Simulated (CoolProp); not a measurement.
Properties of R410A at several states (Tc = 71.3 °C, pc = 4.901 MPa, ω = 0.296).

Model: reference Helmholtz-energy equation of state, Lemmon 2003, in CoolProp. It is a pseudo-pure fit of the blend.

| T (°C) | p (MPa) | phase | Z | cv (kJ/(kg K)) | Joule-Thomson coefficient (K/MPa) | isothermal compressibility (1/MPa) | fugacity coefficient |
|---|---|---|---|---|---|---|---|
| -55.55 | 10.4 | liquid | 0.3015 | … | -0.2954 | 0.001398 | … |
| -42.15 | 0.524 | liquid | 0.01499 | … | -0.2370 | 0.002013 | 0.2890 |
| 93.35 | 0.06 | gas | 0.9963 | 0.7981 | 10.12 | 16.73 | 0.9964 |
| 118.35 | 16 | supercritical | 0.4813 | 0.9960 | 1.354 | 0.03212 | 0.4571 |
| 178.65 | 0.0727 | gas | 0.9980 | 0.9197 | 5.428 | 13.78 | 0.9980 |

### Question
Complete the blanks.

### Answer

- -55.55, cv (kJ/(kg K)): 0.8537
- -55.55, fugacity coefficient: 0.01022
- -42.15, cv (kJ/(kg K)): 0.8564
